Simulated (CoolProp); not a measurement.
Carbon dioxide along the isobar 7.77 MPa: Z from the reference equation and from simpler models built on Tc = 304.1 K, pc = 7.377 MPa, ω = 0.224; each cubic takes its own stable root.

The numbers come from the reference Helmholtz-energy equation of state, Span 1996 in CoolProp.

```json
[
 {"T (K)": "281.1", "phase": "liquid", "reference": "0.1601", "van der Waals": "0.2488", "Redlich-Kwong": "0.1889", "Soave-Redlich-Kwong": "0.1826", "Peng-Robinson": "0.1621"},
 {"T (K)": "304.1", "phase": "liquid", "reference": "0.2048", "van der Waals": "0.3011", "Redlich-Kwong": "0.2579", "Soave-Redlich-Kwong": "0.2578", "Peng-Robinson": "0.2344"},
 {"T (K)": "327.1", "phase": "supercritical", "reference": "0.6413", "van der Waals": "0.6328", "Redlich-Kwong": "0.6311", "Soave-Redlich-Kwong": "0.6539", "Peng-Robinson": "0.6247"},
 {"T (K)": "350.1", "phase": "supercritical", "reference": "0.7459", "van der Waals": "0.7247", "Redlich-Kwong": "0.7307", "Soave-Redlich-Kwong": "0.7584", "Peng-Robinson": "0.7304"},
 {"T (K)": "373", "phase": "supercritical", "reference": "0.8088", "van der Waals": "0.7812", "Redlich-Kwong": "0.7917", "Soave-Redlich-Kwong": "0.8221", "Peng-Robinson": "0.7957"},
 {"T (K)": "396", "phase": "supercritical", "reference": "0.8523", "van der Waals": "0.8213", "Redlich-Kwong": "0.8344", "Soave-Redlich-Kwong": "0.8665", "Peng-Robinson": "0.8417"},
 {"T (K)": "419", "phase": "supercritical", "reference": "0.8841", "van der Waals": "0.8515", "Redlich-Kwong": "0.8660", "Soave-Redlich-Kwong": "0.8991", "Peng-Robinson": "0.8758"},
 {"T (K)": "442", "phase": "supercritical", "reference": "0.9082", "van der Waals": "0.8751", "Redlich-Kwong": "0.8904", "Soave-Redlich-Kwong": "0.9238", "Peng-Robinson": "0.9019"},
 {"T (K)": "465", "phase": "supercritical", "reference": "0.9270", "van der Waals": "0.8940", "Redlich-Kwong": "0.9095", "Soave-Redlich-Kwong": "0.9430", "Peng-Robinson": "0.9225"},
 {"T (K)": "487.9", "phase": "supercritical", "reference": "0.9419", "van der Waals": "0.9093", "Redlich-Kwong": "0.9248", "Soave-Redlich-Kwong": "0.9581", "Peng-Robinson": "0.9388"},
 {"T (K)": "510.9", "phase": "supercritical", "reference": "0.9539", "van der Waals": "0.9221", "Redlich-Kwong": "0.9374", "Soave-Redlich-Kwong": "0.9703", "Peng-Robinson": "0.9521"},
 {"T (K)": "533.9", "phase": "supercritical", "reference": "0.9638", "van der Waals": "0.9329", "Redlich-Kwong": "0.9477", "Soave-Redlich-Kwong": "0.9801", "Peng-Robinson": "0.9629"}
]
```
